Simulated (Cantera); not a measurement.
A perfectly stirred reactor is fed with 0.411 % CH₄, 4.01 % O₂, 95.6 % N₂, at 2.00 bar; it is held at 1175 K, and followed from long to short residence time.

Detailed kinetics in Cantera: GRI-Mech 3.0 (53 species, 325 reactions).

### Question
Predict: x(CH₄) at τ = 5.20 s; x(O₂) at τ = 5.20 s; x(H) at τ = 5.20 s; x(CH₃) at τ = 5.20 s; x(CH₂O) at τ = 5.20 s; x(CH₄) at τ = 98.0 ms; x(O₂) at τ = 98.0 ms; x(H) at τ = 98.0 ms; x(CH₃) at τ = 98.0 ms; x(CH₂O) at τ = 98.0 ms.

### Answer
```json
{
 "x(CH₄) at τ = 5.20 s": "9.34e-6",
 "x(O₂) at τ = 5.20 s": "0.0320",
 "x(H) at τ = 5.20 s": "1.10e-8",
 "x(CH₃) at τ = 5.20 s": "2.81e-7",
 "x(CH₂O) at τ = 5.20 s": "6.41e-7",
 "x(CH₄) at τ = 98.0 ms": "0.000139",
 "x(O₂) at τ = 98.0 ms": "0.0327",
 "x(H) at τ = 98.0 ms": "4.66e-7",
 "x(CH₃) at τ = 98.0 ms": "2.69e-6",
 "x(CH₂O) at τ = 98.0 ms": "1.05e-5"
}
```
